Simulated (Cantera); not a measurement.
A closed system holds: 1 mol Si, 1.2 mol N2O, 31 mol H2, at 0.100 bar.

These are equilibrium values from Cantera (NASA tables, ideal gas, pure condensed phases), not measurements of a reactor. Candidate condensed phases: H2O, Si, SiO2, Si2N2O, Si3N4; 35 gas species. Mutual solubility and eutectic melting of coexisting phases are not modelled. The tables hold silica as quartz up to 1696 K and as liquid above; real silica turns to tridymite and cristobalite and melts near 1996 K. Kinetics and transport are ignored.

x: gas mole fraction; n: condensed amount in mol.

| T (K) | x H2 | x N2 | x SiO | x H2O | x H | x OH | n SiO2(β-quartz) | n Si2N2O(s) | n SiO2(condensed) |
|---|---|---|---|---|---|---|---|---|---|
| 1350 | 0.971 | 0.0292 | 1.76e-6 | 7.49e-5 | [?] | 9.30e-12 | 0.465 | 0.267 | 0 |
| 1400 | 0.971 | 0.0292 | 8.76e-6 | 8.51e-5 | [?] | 2.64e-11 | 0.465 | 0.267 | 0 |
| 1450 | 0.971 | 0.0292 | 3.89e-5 | 9.58e-5 | [?] | 6.97e-11 | 0.464 | 0.267 | 0 |
| 1500 | 0.970 | 0.0292 | 0.000156 | 0.000107 | [?] | 1.73e-10 | 0.463 | 0.266 | 0 |
| 1550 | 0.970 | 0.0294 | 0.000568 | 0.000119 | [?] | 4.03e-10 | 0.458 | 0.262 | 0 |
| 1600 | 0.968 | 0.0297 | 0.00190 | 0.000131 | [?] | 8.95e-10 | 0.444 | 0.248 | 0 |
| 1650 | 0.963 | 0.0309 | 0.00585 | 0.000144 | [?] | 1.90e-9 | 0.401 | 0.205 | 0 |
| 1700 | 0.949 | 0.0340 | 0.0165 | 0.000159 | [?] | 3.94e-9 | 0 | 0.0892 | 0.284 |
| 1750 | 0.938 | 0.0363 | 0.0245 | 0.000307 | [?] | 1.37e-8 | 0 | 0 | 0.190 |
| 1800 | 0.937 | 0.0363 | 0.0250 | 0.000821 | [?] | 6.34e-8 | 0 | 0 | 0.173 |
| 1850 | 0.934 | 0.0363 | 0.0262 | 0.00202 | [?] | 2.63e-7 | 0 | 0 | 0.133 |
| 1900 | 0.928 | 0.0362 | 0.0286 | 0.00450 | [?] | 9.62e-7 | 0 | 0 | 0.0507 |
| 1950 | 0.924 | 0.0361 | 0.0301 | 0.00601 | [?] | 2.06e-6 | 0 | 0 | 0 |
| 2000 | 0.923 | 0.0361 | 0.0300 | 0.00601 | [?] | 3.21e-6 | 0 | 0 | 0 |

Complete the blanks.


- 1350, x H: 7.43e-6
- 1400, x H: 1.52e-5
- 1450, x H: 2.95e-5
- 1500, x H: 5.48e-5
- 1550, x H: 9.81e-5
- 1600, x H: 0.000169
- 1650, x H: 0.000282
- 1700, x H: 0.000454
- 1750, x H: 0.000712
- 1800, x H: 0.00110
- 1850, x H: 0.00165
- 1900, x H: 0.00242
- 1950, x H: 0.00349
- 2000, x H: 0.00494
